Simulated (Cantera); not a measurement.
A closed system holds: 1 mol SiC, 0.0058 mol H₂O, 580 mol H₂, at 1573 K and 1.30 bar.

Cantera equilibrium calculation (NASA polynomials, part measured and part estimated; ideal gas, pure solids and liquids). Candidate condensed phases: C, C₆H₆, C₇H₈, C₈H₁₈, H₂O, Si, SiC, SiO₂; 123 gas species. Mutual solubility and eutectic melting of coexisting phases are not modelled. Equilibrium is a limit: real reactors are often held back by kinetics, nucleation or transport.

Base state: H₂ 1.000, H 3.57e-5, CH₄ 2.28e-5 (mole fractions); condensed: Si(s) + SiC(s).

Question: What changes in the equilibrium state with this change: SiC replaced by Si?

Answer: 
```csv
species,before,after
H₂,1.000,1.000
H,3.57e-5,3.57e-5
CH₄,2.28e-5,0
"Si(s), mol",0.00478,0.991
"SiC(s), mol",0.987,0
```
